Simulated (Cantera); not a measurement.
A freely propagating, adiabatic, planar premixed flame of 10.2 % CH4, 17.1 % O2, 64.2 % N2, 8.40 % H2O, unburnt at 500 K and 1.00 atm; mixture-averaged transport, grid criteria slope 0.08 and curve 0.16, no radiation.

Detailed kinetics in Cantera: GRI-Mech 3.0 (53 species, 325 reactions). Burning velocities carry a grid error of a few per cent, more on coarse grids.

Q: Predict: laminar burning velocity; thermal thickness; peak x(CO); peak x(CH2); peak x(O).

A: 
```
Item                          Value
------------------------  ---------
laminar burning velocity  59.1 cm/s
thermal thickness          0.483 mm
peak x(CO)                   0.0539
peak x(CH2)                 5.61e-5
peak x(O)                  0.000973
```
